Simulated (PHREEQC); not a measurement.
## Brine: an equilibrium model

Consider water at 15 °C with 1 mol NaOH, 0.069 mol Na2B4O7 and 2.7 mol KBr per kg of water. Closed to the air; pH follows from the charge balance.

Computed with PHREEQC (Pitzer model, pitzer.dat).

- pH = 14.21
- ionic strength = 3.84 mol/kgw
- activity of water = 0.872
- density = 1.257 g/cm³
- osmotic coefficient = 0.989
- total alkalinity = 1140 meq/kg

```
species      molality  activity   log γ
-----------  --------  --------  ------
Br-              2.70      1.61  -0.223
K+               2.70      1.65  -0.215
Na+              1.14     0.772  -0.169
OH-             0.862     0.638  -0.131
B(OH)4-         0.276     0.129  -0.330
B(OH)3        4.23e-6   1.59e-6  -0.424
B4O5(OH)4-2   3.50e-9  1.84e-11  -2.279
```

Precipitation was switched off in this run. Species that the database lacks are ignored. In brines, pH and single-ion activities rest on the MacInnes convention.
